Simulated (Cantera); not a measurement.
A closed system holds: 1 mol TEOS, 0.58 mol O₃, 2.3 mol H₂, 0.45 mol NO, at 1675 K and 4100 Pa.

Cantera equilibrium calculation (NASA polynomials, part measured and part estimated; ideal gas, pure solids and liquids). Candidate condensed phases: C, C₆H₆, C₇H₈, C₈H₁₈, H₂O, Si, SiC, SiO₂, Si₂N₂O, Si₃N₄; 151 gas species. The feed counts by its element totals alone. Equilibrium is a limit: real reactors are often held back by kinetics, nucleation or transport.

Base state: H₂ 0.657, CO 0.329, N₂ 0.0119, SiO 0.00124, H 0.000465, HCN 0.000282, C₂H₂ (acetylene) 3.81e-5, CH₄ 2.13e-5 (mole fractions); condensed: C(graphite) + SiC(s).

Task: What changes in the equilibrium state with this change: temperature from 1675 K to 950 K?

Result: 
```csv
species,before,after
H₂,0.657,0.732
CO,0.329,0.240
N₂,0.0119,0.0137
H₂O,4.93e-6,0.00672
SiO,0.00124,<1e-9
H,0.000465,2.35e-9
C₂H₂ (acetylene),3.81e-5,<1e-9
CO₂,7.46e-7,0.00394
HCN,0.000282,2.23e-7
"C(graphite), mol",0.849,3.92
"SiC(s), mol",0.977,0
"SiO₂(β-quartz), mol",0,1.00
```

Task: What changes in the equilibrium state with this change: 1.9 mol CO₂ added?

Result: 
| species | before | after |
|---|---|---|
| H₂ | 0.657 | 0.546 |
| CO | 0.329 | 0.419 |
| SiO | 0.00124 | 0.0242 |
| N₂ | 0.0119 | 0.00996 |
| C₂H₂ (acetylene) | 3.81e-5 | 2.07e-6 |
| CH₄ | 2.13e-5 | 3.76e-6 |
| HCN | 0.000282 | 6.01e-5 |
| H₂O | 4.93e-6 | 2.04e-5 |
| H | 0.000465 | 0.000424 |
| C(graphite), mol | 0.849 | 0 |
| SiC(s), mol | 0.977 | 0.454 |
